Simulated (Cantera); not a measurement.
Input: 1 mol Fe₂O₃, 0.012 mol H₂O, held at 1523.15 K and 100000 Pa.

Cantera equilibrium calculation (NASA polynomials, part measured and part estimated; ideal gas, pure solids and liquids). Candidate condensed phases: Fe, FeO, Fe(OH)₂, Fe(OH)₃, Fe₂O₃, Fe₃O₄, H₂O; 12 gas species. Mutual solubility and eutectic melting of coexisting phases are not modelled. The numbers say what is thermodynamically allowed, not how fast it happens.

Base state: H₂O 0.990, O₂ 0.00937, OH 0.000138, H₂ 2.63e-5 (mole fractions); condensed: Fe₂O₃(s) + Fe₃O₄(s).

Question: What changes in the equilibrium state with this change: 1.7 mol H₂ added?

Answer: 
```csv
species,before,after
H₂O,0.990,0.591
H₂,2.63e-5,0.409
H,1.19e-7,1.48e-5
O₂,0.00937,<1e-9
Fe(OH)₂,2.15e-6,1.14e-5
OH,0.000138,6.60e-7
"Fe₂O₃(s), mol",0.999,0
"Fe₃O₄(s), mol",0.000455,0
"FeO(s), mol",0,2.00
```
The tables' stoichiometric FeO is somewhat more stable than real wüstite, so its field is too wide. FeO: taken at fixed stoichiometry.
